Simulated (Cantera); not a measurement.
Cantera run:

```python
import numpy as np
import cantera as ct

gas_names = """
    AL ALN ALO ALO2 AL2 AL2O AL2O2 N NO NO2 NO3 N2 N2O O O2 O3
""".split()
cond_names = """
    AL(cr) AL(L) ALN(s) AL2O3(a) AL2O3(L)
""".split()


# ... load() reads the species with a 1 bar reference pressure and builds the phases ...
atoms = {
    'AlN': {'AL': 1, 'N': 1},
    'O2': {'O': 2},
    'N2': {'N': 2},
}
top_T = {'ALN(s)': 2750}  # K; cautious upper limits of use, not melting points


# ... equilibrate(T, P, feed) seeds the gas with the atoms and calls Mixture.equilibrate('TP', solver="vcs", rtol=1e-11, max_steps=5000) ...
results = []
feed = {'AlN': 1, 'O2': 2, 'N2': 0.78}  # mol
P = 17  # Pa
for T in [700, 900, 1100, 1300, 1500, 1700, 1900, 2100]:
    mix = equilibrate(T, P, feed)
    results.append((T, P, feed, dict(zip(mix.species_names, mix.species_moles))))

top = {s: max(r[3][s] / sum(r[3][g] for g in gas_names) for r in results) for s in gas_names}
cols = sorted((s for s in top if top[s] > 0.0001), key=lambda s: -top[s])[:9]
seen = [c for c in cond_names if any(r[3].get(c, 0) > 1e-12 for r in results)]
print("log10 of partial pressures in bar; condensed amounts in mol")
print(f"{'T/K':>10s}" + "".join(f"{s[:9]:>10s}" for s in cols + seen))
for T, P, feed, n in results:
    ng = sum(n[g] for g in gas_names)
    print(f"{T:10.4g}" + "".join(f"{np.log10(max(n[s] / ng * P / 1e5, 1e-99)):10.3f}" for s in cols)
          + "".join(f"{n.get(c, 0):10.4g}" for c in seen))
```

Output:

```
log10 of partial pressures in bar; condensed amounts in mol
       T/K        N2        O2         O        NO  AL2O3(a)
       700    -4.065    -4.076   -17.484   -10.230       0.5
       900    -4.065    -4.076   -13.307    -8.715       0.5
      1100    -4.066    -4.076   -10.641    -7.751       0.5
      1300    -4.066    -4.076    -8.790    -7.083       0.5
      1500    -4.066    -4.077    -7.430    -6.593       0.5
      1700    -4.068    -4.079    -6.389    -6.220       0.5
      1900    -4.072    -4.089    -5.570    -5.932       0.5
      2100    -4.086    -4.130    -4.922    -5.720       0.5
```

Equilibrium computed with Cantera from the NASA thermochemical tables; the gas is ideal and each condensed phase is pure.
